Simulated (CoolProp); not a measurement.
Saturation properties of CH3F (R41).

Values from CoolProp's reference Helmholtz-energy equation of state, Lemmon 2006. It is a short technical equation, of lower accuracy than the large ones.

| T (K) | p (MPa) | vapour density (kg/m³) | liquid cp (kJ/(kg K)) | surface tension (mN/m) |
|---|---|---|---|---|
| 218.4 | 0.3188 | 6.540 | 2.129 | ? |
| 222.9 | 0.3849 | 7.829 | 2.146 | 11.2 |
| 227.4 | 0.4610 | 9.311 | 2.166 | 10.5 |
| 231.9 | 0.5481 | 11.01 | 2.189 | 9.89 |
| 236.3 | 0.6448 | 12.90 | 2.214 | 9.26 |
| 240.8 | 0.7564 | 15.10 | 2.243 | 8.63 |
| 245.3 | ? | 17.60 | 2.276 | ? |
| 249.8 | 1.023 | 20.43 | ? | 7.38 |
| 254.3 | 1.180 | 23.65 | 2.357 | 6.78 |
| 258.7 | 1.350 | 27.20 | 2.406 | 6.19 |
| 263.2 | 1.542 | 31.33 | 2.463 | 5.61 |
| 267.7 | 1.755 | 36.01 | 2.531 | 5.03 |
| 272.2 | 1.988 | 41.36 | 2.611 | 4.47 |

**Question.** What belongs in the gaps?

**Answer.** 
- 218.4, surface tension (mN/m): 11.9
- 245.3, p (MPa): 0.8821
- 245.3, surface tension (mN/m): 8.00
- 249.8, liquid cp (kJ/(kg K)): 2.314

It boils at 194.8 K under 1 atm.

Surface tension comes from a separate correlation (Mulero 2012).
